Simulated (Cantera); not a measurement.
Input: 1 mol SiH₂Cl₂, 230 mol N₂, at 1750 K.

Equilibrium computed with Cantera from the NASA thermochemical tables; the gas is ideal and each condensed phase is pure. Candidate condensed phases: NH₄Cl, Si, Si₃N₄; 28 gas species. The tables' values for SiCl₃, SiCl, SiN are old estimates; treat these amounts as uncertain. Kinetics and transport are ignored.

log p: log10 of the partial pressure in bar; n: condensed amount in mol.

```tsv
P (Pa)	log p N₂	log p HCl	log p SiCl₂	log p H₂	log p Si	n Si(l)	n Si₃N₄(s)
100	-3.00	?	-5.51	-5.51	-6.00	0	0
350	-2.46	?	-4.94	-4.94	-5.82	0.0958	0
1300	-1.89	?	-4.41	-4.41	-6.18	0	0.0932
4500	-1.35	?	-3.93	-3.92	-6.54	0	0.129
16000	-0.80	?	-3.47	-3.45	-6.90	0	0.164
56000	-0.26	?	-3.03	-2.99	-7.27	0	0.198
200000	0.30	?	-2.64	-2.53	-7.64	0	0.230
```

### Question
Fill in the missing entries.

### Answer

- 100, log p HCl: -5.69
- 350, log p HCl: -5.20
- 1300, log p HCl: -4.49
- 4500, log p HCl: -3.83
- 16000, log p HCl: -3.18
- 56000, log p HCl: -2.55
- 200000, log p HCl: -1.94
